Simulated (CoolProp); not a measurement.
Vapour-liquid equilibrium of carbon dioxide (1) + hydrogen sulfide (2) at 1.69 MPa; x and y are mole fractions of (1).

Model: multi-fluid Helmholtz-energy mixture model, Span 1996 and Lemmon 2006; pair parameters Kunz 2012, in CoolProp.

| x | bubble temperature (°C) | y at the bubble point | dew temperature at overall composition x (°C) | liquid density (mol/L) |
|---|---|---|---|---|
| 0.05 | 9.8 | 0.205 | 16.0 | 23.76 |
| 0.2 | -5.5 | 0.530 | 10.0 | 24.42 |
| 0.35 | -13.2 | 0.667 | 3.4 | 24.26 |
| 0.5 | -17.5 | 0.745 | -4.0 | 23.76 |
| 0.65 | -20.4 | 0.808 | -12.2 | 23.28 |
| 0.8 | -22.7 | 0.874 | -20.1 | 23.12 |
| 0.95 | -24.4 | 0.962 | -24.3 | 23.59 |

No azeotrope shows between x = 0.05 and 0.95.

Pair parameters are fitted to limited data, so mixtures are less certain than the pure fluids.
